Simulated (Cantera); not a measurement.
Input: 1 mol acetone, 4.8 mol H2, 1.9 mol N2, held at 10.0 mbar.

Cantera equilibrium calculation (NASA polynomials, part measured and part estimated; ideal gas, pure solids and liquids). Candidate condensed phases: C, C6H6, C7H8, C8H18, H2O; 169 gas species. Ions and electrons are included (thermal ionisation). The feed counts by its element totals alone. Kinetics and transport are ignored.

Q: At 2227 °C, list the 4 most abundant gas species with their mole fractions, and the condensed phases.

A: H2 0.550, H 0.186, N2 0.149, CO 0.0847. Condensed: C(graphite).
